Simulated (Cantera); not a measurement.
A freely propagating, adiabatic, planar premixed flame of CH4 : H2 : O2 : N2 = 1 : 0.36 : 2.18 : 8.2 (molar parts), equivalence ratio 1.0, unburnt at 700 K and 0.210 bar; unity-Lewis-number transport, grid criteria slope 0.08 and curve 0.16, no radiation.

Cantera simulation using GRI-Mech 3.0 (53 species, 325 reactions); the numbers are that mechanism's predictions, not measurements. Unity Lewis numbers drop preferential diffusion, which matters most where H2 and H carry the flame. Burning velocities carry a grid error of a few per cent, more on coarse grids.

x: mole fraction of selected species; z is measured from the peak of heat release.

```
z (mm)  T (K)  u (m/s)     x CH4    x H2    x O2    x CH2   x C2H2      x OH
------  -----  -------  --------  ------  ------  -------  -------  --------
-3.90     700     1.93    0.0852  0.0307   0.186    <1e-8  1.64e-8     <1e-8
-2.60     702     1.94    0.0850  0.0307   0.185    <1e-8  1.55e-7     <1e-8
-1.95     709     1.96    0.0845  0.0308   0.185    <1e-8  6.28e-7   1.28e-8
-1.30     751     2.08    0.0815  0.0313   0.180    <1e-8  3.49e-6   3.41e-7
-0.650   1024     2.85    0.0609  0.0348   0.151  2.90e-7  2.31e-5   2.94e-5
-0.325   1375     3.88    0.0330  0.0389   0.110  1.51e-5  5.39e-5  0.000523
0        1744     5.00         ?  0.0363       ?        ?        ?         ?
0.325    1874     5.40  0.000392  0.0254  0.0372  8.45e-6  1.17e-5    0.0101
0.650    1899     5.47         ?  0.0223       ?        ?        ?    0.0122
1.30     1926     5.54   2.22e-8  0.0230  0.0276    <1e-8    <1e-8    0.0129
2.60     1966     5.64     <1e-8  0.0230  0.0258    <1e-8    <1e-8    0.0132
5.20     2024     5.78     <1e-8  0.0218  0.0243    <1e-8    <1e-8    0.0133
10.4     2101     5.96     <1e-8  0.0196  0.0222    <1e-8    <1e-8    0.0130
```

### Question
What belongs in the gaps?

### Answer

- 0, x CH4: 0.00669
- 0, x O2: 0.0617
- 0, x CH2: 5.78e-5
- 0, x C2H2: 7.32e-5
- 0, x OH: 0.00431
- 0.650, x CH4: 1.27e-5
- 0.650, x O2: 0.0306
- 0.650, x CH2: 3.07e-7
- 0.650, x C2H2: 4.24e-7
